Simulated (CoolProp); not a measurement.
Vapour-liquid equilibrium of CH2F2 (R32) (1) + dimethyl ether (2) at 0.0256 MPa; x and y are mole fractions of (1).

The numbers come from the multi-fluid Helmholtz-energy mixture model, Tillner-Roth 1997 and Wu 2011; pair parameters Bell 2016 in CoolProp.

Problem. Give the bubble temperature and the first vapour's composition at x = 0.05, 0.575, 0.65. Is there an azeotrope?

Solution. x = 0.05: 218.7 K, y = 0.157; x = 0.575: 203.5 K, y = 0.857; x = 0.65: 202.2 K, y = 0.891. No azeotrope shows between x = 0.05 and 0.95.

Pair parameters are fitted to limited data, so mixtures are less certain than the pure fluids. The gap from Raoult's law changes sign with composition, which may be real or a fault of the pair parameters; it wasn't checked against measurements.
